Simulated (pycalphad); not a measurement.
Computed with pycalphad from the COST 507 light-alloy database (1999), at 1 atm. The database dates from 1999; later assessments differ in places, in temperatures and in the compounds included. Amounts are mole fractions of atoms. Kinetics are ignored, which matters at the lower temperatures.

Give the equilibrium state of Ti-0.29Hf-5.01B (at.%) at 377 °C.

hcp, fraction 0.900, with 0.32 Hf, 0.02 B at.%; BM, fraction 0.100, with 0.01 Hf, 50.0 B at.%.

Give the equilibrium state of Ti-0.29Hf-5.01B (at.%) at 1077 °C.

bcc, fraction 0.903, with 0.32 Hf, 0.16 B at.%; BM, fraction 0.097, with 0.02 Hf, 50.0 B at.%.

Database names, with the compositions (at.%) that they take in these runs: BM: Ti 50 B 50.
